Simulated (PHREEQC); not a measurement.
**Acid mine or pickling water: an equilibrium model**

Synthetic water in mg/L, 54 °C, pH 2.24, pe 12.7: Na 86.7; K 15.6; Ca 70.3; Mg 7.24; Cl 6.18; S(6) as SO4 955; F 0.0295; Li 0.792.

Valence states are taken as typed.

All values are PHREEQC results (ion-association model, wateq4f.dat), not measurements.

This is a speciation only: nothing precipitates in the calculation.

**Question.** What ionic strength does the model give?

**Answer.** ionic strength 0.0208 mol/kgw.

**Question.** In which forms is Li present?

**Answer.** Li+ 99 %, LiSO4- 1.3 % of the Li.

At this temperature some constants are extrapolated from 25 °C, and those without enthalpy data are left unchanged.
